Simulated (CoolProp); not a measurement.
CH3F (R41) along the isotherm 190.1 K: fugacity coefficient from the reference equation and from simpler models built on Tc = 317.3 K, pc = 5.906 MPa, ω = 0.200; each cubic takes its own stable root.

Computed with CoolProp (reference Helmholtz-energy equation of state, Lemmon 2006). It is a short technical equation, of lower accuracy than the large ones.

| p (MPa) | phase | reference | van der Waals | Soave-Redlich-Kwong | Peng-Robinson |
|---|---|---|---|---|---|
| 1.05 | liquid | 0.07310 | 0.4554 | 0.07141 | 0.07262 |
| 2.11 | liquid | 0.03732 | (withheld) | (withheld) | 0.03719 |
| 3.16 | liquid | 0.02556 | 0.1666 | 0.02530 | 0.02554 |
| 4.22 | liquid | 0.01963 | 0.1309 | 0.01956 | 0.01968 |
| 5.27 | liquid | 0.01612 | 0.1099 | 0.01617 | 0.01621 |
| 6.33 | liquid | (withheld) | 0.09593 | (withheld) | 0.01388 |
| 7.38 | liquid | 0.01211 | 0.08624 | 0.01231 | 0.01225 |
| 8.44 | liquid | 0.01086 | 0.07905 | 0.01111 | 0.01102 |
| 9.49 | liquid | 0.009903 | 0.07367 | 0.01020 | 0.01007 |
| 10.5 | liquid | 0.009169 | 0.06963 | 0.009499 | (withheld) |
| 11.6 | liquid | 0.008519 | 0.06616 | 0.008886 | 0.008718 |
| 12.7 | liquid | 0.007988 | (withheld) | (withheld) | 0.008200 |
| 13.7 | liquid | 0.007583 | 0.06144 | 0.008012 | 0.007805 |
| 14.8 | liquid | 0.007205 | 0.05968 | 0.007663 | 0.007439 |

Problem. What belongs in the gaps?

Solution. 
- 2.11, van der Waals: 0.2379
- 2.11, Soave-Redlich-Kwong: 0.03670
- 6.33, reference: 0.01377
- 6.33, Soave-Redlich-Kwong: 0.01390
- 10.5, Peng-Robinson: 0.009354
- 12.7, van der Waals: 0.06343
- 12.7, Soave-Redlich-Kwong: 0.008388
